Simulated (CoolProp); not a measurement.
Saturated liquid density (kg/m³) of propylene: the reference equation beside estimates from Tc = 364.2 K, pc = 45.55 bar, ω = 0.146. Rackett uses Z = 0.29056 − 0.08775 ω.

The numbers come from the reference Helmholtz-energy equation of state, Lemmon 2013 in CoolProp.

```tsv
T (K)	reference	Rackett	Soave-Redlich-Kwong	Peng-Robinson
287.1	524.7	518.5	480.8	545.5
291.2	518.0	511.9	473.1	536.7
295.3	511.2	505.2	465.0	527.6
299.4	504.1	498.3	456.7	518.1
303.5	496.8	491.1	448.0	508.3
307.6	489.3	483.7	439.0	498.0
311.7	481.4	476.0	429.6	487.2
315.8	473.3	468.0	419.8	475.9
319.9	464.7	459.7	409.5	464.0
324	455.8	451.0	398.7	451.5
328.1	446.3	441.8	387.3	438.2
```

Absolute difference from the reference over all 11 rows, mean and median: Rackett 1.1 and 1.1 %, Soave-Redlich-Kwong 10.5 and 10.3 %, Peng-Robinson 2.0 and 1.8 %.
